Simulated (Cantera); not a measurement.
Feed: 1 mol SiCl₄, 0.0047 mol Cl₂, 4.6 mol N₂, at 825 °C and 0.230 bar.

Method: chemical equilibrium by Gibbs-energy minimisation in Cantera with the NASA 1993 tables (ideal gas, pure condensed phases). Candidate condensed phases: Si, Si₃N₄; 13 gas species. The numbers say what is thermodynamically allowed, not how fast it happens.

Base state: N₂ 0.821, SiCl₄ 0.178, Cl₂ 0.000795, Cl 8.71e-5 (mole fractions); condensed: gas only.

Problem. What changes in the equilibrium state with this change: SiCl₄ replaced by SiHCl₃?

Solution. 
```csv
species,before,after
N₂,0.821,0.750
HCl,0,0.131
SiCl₄,0.178,0.0979
H₂,0,0.0216
Cl₂,0.000795,<1e-9
SiHCl₃,0,0.000236
Cl,8.71e-5,4.12e-8
"Si₃N₄(s), mol",0,0.145
```
N₂ is the only nitrogen source here; it is nearly inert below about 1500 K, so the nitride shown seldom forms there in practice. The tables' values for SiCl₃ are old estimates; treat these amounts as uncertain. Further candidate phases: NH₄Cl.
